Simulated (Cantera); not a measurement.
## Thermodynamics of carbon deposition, reforming and gasification, feed CH3OH + H2

A closed system holds: 1 mol CH3OH, 60 mol H2, held at 27000 Pa.

These are equilibrium values from Cantera (NASA tables, ideal gas, pure condensed phases), not measurements of a reactor. Candidate condensed phases: C, C6H6, C7H8, C8H18, H2O; 131 gas species. Ions and electrons are included (thermal ionisation). The numbers say what is thermodynamically allowed, not how fast it happens.

From 3000 K to 5000 K nothing is condensed. The main C-bearing gas is CO throughout.

```
T (K)    x H     x H2     x CO       x C       x O
-----  -----  -------  -------  --------  --------
3000   0.259    0.727   0.0138   1.04e-6   1.11e-7
3500   0.656    0.333   0.0107   1.10e-5   4.33e-6
4000   0.904   0.0869  0.00862   7.16e-5   6.11e-5
4500   0.970   0.0213  0.00776  0.000403  0.000390
5000   0.984  0.00632  0.00644   0.00159   0.00158
```
x: gas mole fraction; nothing condenses.
